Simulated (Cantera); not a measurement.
Input (Python, Cantera) and output of one run.

```python
import numpy as np
import cantera as ct

gas_names = [...]  # 87 gases of nasa_gas.yaml made of C, H, Si
cond_names = """
    C(gr) C6H6(L) C7H8(L) C8H18(L),n-octa Si(cr) Si(L) SiC(b)
""".split()


# ... load() reads the species with a 1 bar reference pressure and builds the phases ...
atoms = {
    'SiH4': {'Si': 1, 'H': 4},
    'C2H4': {'C': 2, 'H': 4},
    'H2': {'H': 2},
}
top_T = {'C(gr)': 4500, 'SiC(b)': 3050}  # K; cautious upper limits of use, not melting points


# ... equilibrate(T, P, feed) seeds the gas with the atoms and calls Mixture.equilibrate('TP', solver="vcs", rtol=1e-11, max_steps=5000) ...
results = []
feed = {'SiH4': 1, 'C2H4': 1, 'H2': 90}  # mol
P = 13332.2  # Pa
for T in [2125, 2175, 2225, 2275, 2325, 2375, 2425, 2475]:
    mix = equilibrate(T, P, feed)
    results.append((T, P, feed, dict(zip(mix.species_names, mix.species_moles))))

top = {s: max(r[3][s] / sum(r[3][g] for g in gas_names) for r in results) for s in gas_names}
cols = sorted((s for s in top if top[s] > 0.0001), key=lambda s: -top[s])[:9]
seen = [c for c in cond_names if any(r[3].get(c, 0) > 1e-12 for r in results)]
print("log10 of partial pressures in bar; condensed amounts in mol")
print(f"{'T/K':>10s}" + "".join(f"{s[:9]:>10s}" for s in cols + seen))
for T, P, feed, n in results:
    ng = sum(n[g] for g in gas_names)
    print(f"{T:10.4g}" + "".join(f"{np.log10(max(n[s] / ng * P / 1e5, 1e-99)):10.3f}" for s in cols)
          + "".join(f"{n.get(c, 0):10.4g}" for c in seen))
```

Output:

```
log10 of partial pressures in bar; condensed amounts in mol
       T/K        H2         H C2H2,acet        Si      SiC2      Si2C       SiH      SiH2     C(gr)    SiC(b)
      2125    -0.880    -2.880    -3.656    -4.833    -5.978    -6.180    -5.561    -5.636    0.6955    0.9843
      2175    -0.882    -2.752    -3.533    -4.543    -5.602    -5.812    -5.316    -5.462    0.6043    0.9697
      2225    -0.884    -2.631    -3.417    -4.266    -5.242    -5.461    -5.083    -5.296    0.4956    0.9428
      2275    -0.887    -2.515    -3.307    -4.001    -4.899    -5.126    -4.860    -5.139    0.3706    0.8937
      2325    -0.891    -2.404    -3.202    -3.748    -4.571    -4.805    -4.648    -4.989    0.2339    0.8061
      2375    -0.896    -2.299    -3.103    -3.506    -4.258    -4.499    -4.446    -4.847    0.0949    0.6519
      2425    -0.902    -2.198    -3.017    -3.271    -3.961    -4.202    -4.249    -4.709         0    0.3807
      2475    -0.910    -2.103    -2.957    -3.071    -3.724    -3.981    -4.088    -4.605         0         0
```

Equilibrium computed with Cantera from the NASA thermochemical tables; the gas is ideal and each condensed phase is pure. Gases not in the tables: Si2H6 and higher silanes.
